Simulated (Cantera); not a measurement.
Feed: 1 mol C₂H₄, 0.011 mol NH₃, 3.2 mol N₂, equilibrated at 1198 K.

Method: chemical equilibrium by Gibbs-energy minimisation in Cantera with the NASA 1993 tables (ideal gas, pure condensed phases). Candidate condensed phases: C, C₆H₆, C₇H₈, C₈H₁₈; 92 gas species. The ideal-gas law is rough above about 30 bar. Equilibrium is a limit: real reactors are often held back by kinetics, nucleation or transport.

x: gas mole fraction; n: condensed amount in mol.

```
P (Pa)     x N₂   x H₂     x CH₄    x NH₃    x HCN    x C₂H₆      x H  n C(graphite)
--------  -----  -----  --------  -------  -------  --------  -------  -------------
10        0.614  0.386   2.39e-7  3.63e-9  3.55e-5    <1e-12  1.18e-5           2.00
100       0.614  0.386   2.39e-6  3.63e-8  3.55e-5    <1e-12  3.74e-6           2.00
1000      0.614  0.386   2.39e-5  3.63e-7  3.55e-5  1.13e-12  1.18e-6           2.00
10000     0.614  0.386  0.000239  3.62e-6  3.55e-5  1.12e-10  3.73e-7           2.00
100000    0.615  0.382         …        …  3.54e-5         …        …           1.99
1000000   0.626      …         …        …  3.43e-5         …        …           1.90
10000000  0.670  0.238    0.0906  0.00183  2.91e-5   2.63e-5  9.27e-9           1.57
```

Q: What belongs in the gaps?

A: 
- 100000, x CH₄: 0.00234
- 100000, x NH₃: 3.58e-5
- 100000, x C₂H₆: 1.09e-8
- 100000, x H: 1.18e-7
- 1000000, x H₂: 0.353
- 1000000, x CH₄: 0.0200
- 1000000, x NH₃: 0.000321
- 1000000, x C₂H₆: 8.65e-7
- 1000000, x H: 3.57e-8
